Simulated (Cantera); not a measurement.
**Calcination and drying: MgCO3 + H2O**

A closed system holds: 1 mol MgCO3, 1.4 mol H2O, at 0.550 bar.

Method: chemical equilibrium by Gibbs-energy minimisation in Cantera with the NASA 1993 tables (ideal gas, pure condensed phases). Candidate condensed phases: C, C6H6, C7H8, C8H18, H2O, Mg, MgCO3, MgO, Mg(OH)2; 116 gas species. Kinetics and transport are ignored.

```tsv
T (°C)	log p H2O	log p CO2	log p CO	log p O2	log p H2	log p OH	log p H	n MgO(s)
952	-0.49	-0.64	-5.42	-5.45	-5.44	-6.32	-9.23	1.00
1052	-0.49	-0.64	-4.80	-4.88	-4.93	-5.65	-8.25	1.00
1152	-0.49	-0.64	-4.27	-4.39	-4.48	-5.08	-7.41	1.00
1252	-0.49	-0.64	-3.81	-3.96	-4.10	-4.58	-6.67	1.00
1352	-0.49	-0.64	-3.41	-3.58	-3.76	-4.14	-6.03	1.000
1452	-0.49	-0.64	-3.06	-3.25	-3.46	-3.76	-5.46	1.000
1552	-0.50	-0.64	-2.75	-2.95	-3.19	-3.41	-4.95	1.000
1652	-0.50	-0.65	-2.47	-2.68	-2.95	-3.11	-4.50	1.000
1752	-0.50	-0.66	-2.22	-2.45	-2.74	-2.83	-4.08	1.000
```
log p: log10 of the partial pressure in bar; n: condensed amount in mol.

From 952 °C to 1752 °C the condensed part is MgO(s).
